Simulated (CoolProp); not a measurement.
Values from CoolProp's reference Helmholtz-energy equation of state, Lemmon 2006. It is a short technical equation, of lower accuracy than the large ones.

**Question.** Give the vapour pressure (MPa), liquid density (kg/m³), enthalpy of vaporisation (kJ/kg), liquid cp (kJ/(kg K)) of saturated acetone at 108.45 °C.

**Answer.** 
```
T (°C)  p (MPa)  liquid density (kg/m³)  enthalpy of vaporisation (kJ/kg)  liquid cp (kJ/(kg K))
------  -------  ----------------------  --------------------------------  ---------------------
108.45    0.460                     682                               437                   2.43
```
